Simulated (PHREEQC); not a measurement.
Solution (25 °C): 1.3 mol/kgw H2SO4 and 0.52 mol/kgw KCl. Closed to the air; pH follows from the charge balance.

Model: Pitzer model, pitzer.dat, run in PHREEQC.

Precipitation was switched off in this run.

Question: What pH, activity of water, osmotic coefficient does the model give?

Answer: pH -0.34; activity of water 0.929; osmotic coefficient 1.057.

Question: In which forms is S present?

Answer: HSO4- 81 %, SO4-2 19 % of the S.

In brines, pH and single-ion activities rest on the MacInnes convention.
